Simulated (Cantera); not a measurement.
An isothermal, constant-pressure homogeneous reactor starts with N2O : H2O = 1 : 0.13 (molar parts), at 1325 K and 1.20 bar.

Computed with Cantera and GRI-Mech 3.0 (53 species, 325 reactions). GRI-Mech 3.0 was tuned for natural gas; its chemistry of N2O as a main component is partial and can be far from experiment. The mechanism lacks the step 2 NO + O2 → 2 NO2, which can matter for NO2 below about 1400 K. The temperature is held fixed by assumption; the heat of reaction is taken as removed at once.

Q: Predict: x(N2O) at 2.00 s; x(H2O) at 2.00 s; x(O2) at 2.00 s; x(H2) at 2.00 s; x(HO2) at 2.00 s; x(NO) at 2.00 s.

A: 
```json
{
  "x(N2O) at 2.00 s": "4.96e-5 (gas-phase equilibrium 3.15e-8)",
  "x(H2O) at 2.00 s": "0.0798 (gas-phase equilibrium 0.0797)",
  "x(O2) at 2.00 s": "0.279 (gas-phase equilibrium 0.306)",
  "x(H2) at 2.00 s": "1.88e-8 (gas-phase equilibrium 1.78e-8)",
  "x(HO2) at 2.00 s": "5.53e-8 (gas-phase equilibrium 5.87e-8)",
  "x(NO) at 2.00 s": "0.0552 (gas-phase equilibrium 0.000498)"
}
```
